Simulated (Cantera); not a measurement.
# Ignition delay

Mixture: CH4 : O2 : N2 = 1 : 1.33 : 5.01 (molar parts), equivalence ratio 1.5, at 9750 Torr, adiabatic and at constant pressure. Ignition delay is the time to a rise of 400 K.

Computed with Cantera and GRI-Mech 3.0 (53 species, 325 reactions). The pressure lies above the range GRI-Mech 3.0 was tuned for (to about 10 atm).

```csv
T0 (K),delay (ms)
1250,2.41
1350,0.799
1450,0.289
1550,0.112
1650,0.0462
1750,0.0206
```

| Property | Result |
|---|---|
| apparent activation energy between 1550 and 1750 K | 190 kJ/mol |
